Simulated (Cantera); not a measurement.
Input: 1 mol FeS, 4.8 mol O2, a varied amount of N2, equilibrated at 510 Torr.

Cantera equilibrium calculation (NASA polynomials, part measured and part estimated; ideal gas, pure solids and liquids). Candidate condensed phases: Fe, FeO, FeS, FeSO4, FeS2, Fe2O3, Fe2(SO4)3, Fe3O4, S; 19 gas species. Kinetics and transport are ignored.

What condenses at these points (T in K, n(N2) in mol): (775, 0.51); (1125, 13); (1025, 0.51); (725, 24); (1025, 13)?


| T (K) | n(N2) in mol | condensed phases | Fe condensed (%) |
|---|---|---|---|
| 775 | 0.51 | Fe2O3 + Fe2(SO4)3 | 100.0 |
| 1125 | 13 | Fe2O3 | 100.0 |
| 1025 | 0.51 | Fe2O3 | 100.0 |
| 725 | 24 | Fe2O3 + Fe2(SO4)3 | 100.0 |
| 1025 | 13 | Fe2O3 | 100.0 |
